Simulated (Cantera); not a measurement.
A closed system holds: 1 mol SiH2Cl2, 0.12 mol NH3, 20 mol N2, equilibrated at 7.50 Torr.

Method: chemical equilibrium by Gibbs-energy minimisation in Cantera with the NASA 1993 tables (ideal gas, pure condensed phases). Candidate condensed phases: NH4Cl, Si, Si3N4; 28 gas species. The tables' values for SiCl, SiCl3, SiN are old estimates; treat these amounts as uncertain. Rates play no part. All values below are at 1925 K.

Base state: N2 0.899, H2 0.0406, SiCl2 0.0326, HCl 0.0225, H 0.00193, Si 0.00174, SiCl 0.000839, Cl 0.000801 (mole fractions); condensed: Si(l).

Question: What changes in the equilibrium state with this change: pressure from 7.50 Torr to 210 Torr?

Answer: 
| species | before | after |
|---|---|---|
| N2 | 0.899 | 0.901 |
| H2 | 0.0406 | 0.0373 |
| HCl | 0.0225 | 0.0323 |
| SiCl2 | 0.0326 | 0.0279 |
| Si2 | 1.49e-5 | 7.70e-8 |
| Si | 0.00174 | 2.36e-5 |
| SiCl4 | 4.80e-7 | 2.60e-5 |
| Si2N | 7.30e-5 | 1.99e-6 |
| SiHCl3 | 2.90e-7 | 1.00e-5 |
| Si(l), mol | 0.207 | 0 |
| Si3N4(s), mol | 0 | 0.122 |
The tables' values for SiCl3, SiCl are old estimates; treat these amounts as uncertain.
